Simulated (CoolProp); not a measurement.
Properties of fluorine along the isotherm -199.75 °C.

Values from CoolProp's reference Helmholtz-energy equation of state, de Reuck 1990.

```tsv
p (MPa)	phase	density (kg/m³)	speed of sound (m/s)
0.0632	liquid	1580	938.2
0.107	liquid	1580	938.4
0.18	liquid	1581	938.7
0.304	liquid	1581	939.3
0.513	liquid	1581	940.3
0.866	liquid	1582	941.9
1.46	liquid	1583	944.5
2.47	liquid	1585	948.8
4.16	liquid	1588	955.5
7.02	liquid	1594	965.6
11.9	liquid	1602	980.5
20	liquid	1616	1002
```
